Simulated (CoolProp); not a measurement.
R134a at 293.15 K and 0.285 MPa is throttled through a valve to 0.0287 MPa with no heat exchange. Each further row changes one setting.

Values from CoolProp's reference Helmholtz-energy equation of state, Tillner-Roth 1994.

```json
[
 {"case": "as stated", "temperature change (K)": "(withheld)", "final density (kg/m³)": "(withheld)"},
 {"case": "outlet pressure 0.00861 MPa", "temperature change (K)": "(withheld)", "final density (kg/m³)": "(withheld)"},
 {"case": "outlet pressure 0.0373 MPa", "temperature change (K)": "(withheld)", "final density (kg/m³)": "(withheld)"}
]
```

Question: Fill in the missing entries.

Answer: 
- as stated, temperature change (K): -6.2
- as stated, final density (kg/m³): 1.24
- outlet pressure 0.00861 MPa, temperature change (K): -6.7
- outlet pressure 0.00861 MPa, final density (kg/m³): 0.370
- outlet pressure 0.0373 MPa, temperature change (K): -6.0
- outlet pressure 0.0373 MPa, final density (kg/m³): 1.61
